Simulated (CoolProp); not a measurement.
Vapour-liquid equilibrium of isobutene (1) + n-octane (2) at 370.5 K; x and y are mole fractions of (1).

Computed with CoolProp (multi-fluid Helmholtz-energy mixture model, Lemmon 2005 and Beckmüller 2019; pair parameters Bell 2016).

### Question
Give the bubble pressure and the first vapour's composition at x = 0.2, 0.65, 0.8. Is there an azeotrope?

### Answer
x = 0.2: 318.9 kPa, y = 0.876; x = 0.65: 1025 kPa, y = 0.975; x = 0.8: 1305 kPa, y = 0.986. No azeotrope shows between x = 0.05 and 0.95.

Pair parameters are fitted to limited data, so mixtures are less certain than the pure fluids.
